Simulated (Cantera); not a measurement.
Feed: 1 mol borazine, 3.5 mol N2, 21 mol H2, at 1050 K and 0.100 bar.

Cantera equilibrium calculation (NASA polynomials, part measured and part estimated; ideal gas, pure solids and liquids). Candidate condensed phases: B, BN; 15 gas species. The feed counts by its element totals alone. The numbers say what is thermodynamically allowed, not how fast it happens.

Base state: H2 0.873, N2 0.127, NH3 1.23e-5 (mole fractions); condensed: BN(s).

**Question.** What changes in the equilibrium state with this change: borazine replaced by B2O3?

**Answer.** 
```csv
species,before,after
H2,0.873,0.856
N2,0.127,0.142
H2O,0,0.00197
NH3,1.23e-5,1.27e-5
"BN(s), mol",3.00,0.0323
"B2O3(l), mol",0,0.984
```
N2 is the only nitrogen source here; it is nearly inert below about 1500 K, so the nitride shown seldom forms there in practice. Mutual solubility and eutectic melting of coexisting phases are not modelled. Gases not in the tables: H3BO3. Further candidate phases: B2O3, B3O3H3, H2O.
